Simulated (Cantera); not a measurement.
# SiO2 + H2 + N2 (hydrogen reduction and annealing atmospheres)

Input: 1 mol SiO2, 440 mol H2, 16 mol N2, equilibrated at 28.0 mbar.

These are equilibrium values from Cantera (NASA tables, ideal gas, pure condensed phases), not measurements of a reactor. Candidate condensed phases: H2O, Si, SiO2, Si2N2O, Si3N4; 35 gas species. N2 is the only nitrogen source here; it is nearly inert below about 1500 K, so the nitride shown seldom forms there in practice. Mutual solubility and eutectic melting of coexisting phases are not modelled. The tables hold silica as quartz up to 1696 K and as liquid above; real silica turns to tridymite and cristobalite and melts near 1996 K. Kinetics and transport are ignored.

From 600 K to 800 K the condensed part is SiO2(α-quartz) + Si2N2O(s). From 1000 K to 1400 K the condensed part is SiO2(β-quartz) + Si2N2O(s). At 1600 K the condensed part is SiO2(β-quartz). From 1800 K to 2200 K nothing is condensed.

```
T (K)   x H2    x N2       x H     x SiO     x H2O     x NH3      x OH       x O  n SiO2(α-quartz)  n Si2N2O(s)  n SiO2(β-quartz)
-----  -----  ------  --------  --------  --------  --------  --------  --------  ----------------  -----------  ----------------
600    0.965  0.0350    <1e-12    <1e-12   4.05e-7  0.000207    <1e-12    <1e-12             1.000      6.16e-5                 0
800    0.965  0.0351  1.70e-11    <1e-12   3.95e-6   1.49e-5    <1e-12    <1e-12             0.999     0.000600                 0
1000   0.965  0.0351   1.33e-8  1.22e-12   1.44e-5   2.89e-6    <1e-12    <1e-12                 0      0.00218             0.996
1200   0.965  0.0351   1.16e-6   3.25e-8   3.29e-5   9.50e-7    <1e-12    <1e-12                 0      0.00500             0.990
1400   0.965  0.0351   2.86e-5   4.50e-5   5.88e-5   4.25e-7  3.46e-11    <1e-12                 0      0.00210             0.975
1600   0.963  0.0350  0.000319  0.000939  0.000939   2.31e-7   1.22e-8  3.35e-12                 0            0             0.571
1800   0.959  0.0350   0.00209   0.00219   0.00219   1.43e-7   3.15e-7  5.34e-10                 0            0                 0
2000   0.951  0.0348   0.00948   0.00218   0.00218   9.74e-8   2.16e-6   1.58e-8                 0            0                 0
2200   0.929  0.0344    0.0324   0.00215   0.00214   6.91e-8   1.04e-5   2.54e-7                 0            0                 0
```
x: gas mole fraction; n: condensed amount in mol.
